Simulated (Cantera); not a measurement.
What does this Cantera script print?

```python
import numpy as np
import cantera as ct

gas_names = """
    H CH3
""".split()
cond_names = """
    TaC(s) TaC(L) Ta(cr) Ta(L)
""".split()


def load(file, names, dense=False):
    # The tables refer to 1 bar. Condensed volumes are neglected.
    table = {s.name: s for s in ct.Species.list_from_file(file)}
    out = []
    for n in names:
        d = dict(table[n].input_data)
        d["thermo"] = dict(d["thermo"], **{"reference-pressure": 1e5})
        if dense:
            d["equation-of-state"] = {"model": "constant-volume", "density": "1e6 g/cm^3"}
        out.append(ct.Species.from_dict(d))
    return out


species = {s.name: s for s in load("nasa_gas.yaml", gas_names) + load("nasa_condensed.yaml", cond_names)}
# Each term lists the table entries of one substance; the one whose range holds T is used.
reactions = {
    'TaC + 3 H(g) = Ta + CH3(g)':
        [(-1, ['TaC(s)', 'TaC(L)']), (-3, ['H']), (1, ['Ta(cr)', 'Ta(L)']), (1, ['CH3'])],
}


def pick(names, T):
    return next(species[n] for n in names if species[n].thermo.min_temp <= T <= species[n].thermo.max_temp)


results = []
for label, terms in reactions.items():
    print(label)
    print("     T/K   dH/kJ  dS/(J/K)   dG/kJ   log10 K")
    for T in [1873, 1923, 1973, 2023, 2073, 2123]:
        used = [(nu, pick(names, T)) for nu, names in terms]
        dH = sum(nu * s.thermo.h(T) for nu, s in used) / 1e6
        dS = sum(nu * s.thermo.s(T) for nu, s in used) / 1e3
        dG = dH - T * dS / 1e3
        logK = -dG * 1e6 / (ct.gas_constant * T * np.log(10))
        results.append((label, T, dH, dS, dG, logK, [s.name for _, s in used]))
        print(f"{T:8g} {dH:8.1f} {dS:8.1f} {dG:8.1f} {logK:8.2f}")
```

Result:

```
TaC + 3 H(g) = Ta + CH3(g)
     T/K   dH/kJ  dS/(J/K)   dG/kJ   log10 K
    1873   -404.4   -205.2    -20.0     0.56
    1923   -405.2   -205.7     -9.7     0.26
    1973   -406.1   -206.1      0.6    -0.02
    2023   -406.9   -206.5     10.9    -0.28
    2073   -407.8   -206.9     21.2    -0.53
    2123   -408.6   -207.3     31.6    -0.78
```

Standard-state values (1 bar) from the NASA 1993 polynomials, evaluated with Cantera. TaC: taken at fixed stoichiometry. Condensed species are held in their standard states even where they would react or evaporate.
